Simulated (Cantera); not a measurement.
Feed: 1 mol C6H6, 0.31 mol H2O, held at 1702 °C and 300000 Pa.

Equilibrium computed with Cantera from the NASA thermochemical tables; the gas is ideal and each condensed phase is pure. Candidate condensed phases: C, C6H6, C7H8, C8H18, H2O; 110 gas species. Equilibrium is a limit: real reactors are often held back by kinetics, nucleation or transport.

Q: What is the equilibrium state?

A: 
```json
{
 "x(H2)": "0.912",
 "x(CO)": "0.0857",
 "x(CH4)": "0.00113",
 "x(H)": "0.000754",
 "x(C2H2 (acetylene))": "0.000592",
 "x(H2O)": "3.04e-5",
 "x(CH3)": "1.86e-5",
 "x(C2H4)": "1.26e-5",
 "n(C(graphite))": "5.68 mol",
 "gas_amount": "3.617 mol"
}
```
